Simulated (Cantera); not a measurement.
A freely propagating, adiabatic, planar premixed flame of H2 : O2 : N2 = 1 : 0.455 : 1.71 (molar parts), unburnt at 600 K and 5.30 bar; mixture-averaged transport, grid criteria slope 0.08 and curve 0.16, no radiation.

Detailed kinetics in Cantera: the H2/O2 subset of GRI-Mech 3.0, which has no nitrogen chemistry. The hydrogen kinetics of GRI-Mech 3.0 are dated; newer H2 mechanisms differ, most at raised pressure. Burning velocities carry a grid error of a few per cent, more on coarse grids.

Problem. What does this change do: N2 1.71 to 2.2 parts?

Solution. 
```csv
quantity,before,after
laminar burning velocity,771 cm/s,566 cm/s
thermal thickness,0.0546 mm,0.0589 mm
peak x(H2O2),7.04e-5,6.81e-5
peak x(HO2),0.000978,0.000825
peak x(H),0.0396,0.0283
peak x(OH),0.0178,0.0120
```

Problem. What does this change do: H2 1 to 1.3 parts?

Solution. 
```tsv
quantity	before	after
laminar burning velocity	771 cm/s	909 cm/s
thermal thickness	0.0546 mm	0.0524 mm
peak x(H2O2)	7.04e-5	5.91e-5
peak x(HO2)	0.000978	0.000959
peak x(H)	0.0396	0.0552
peak x(OH)	0.0178	0.0124
```
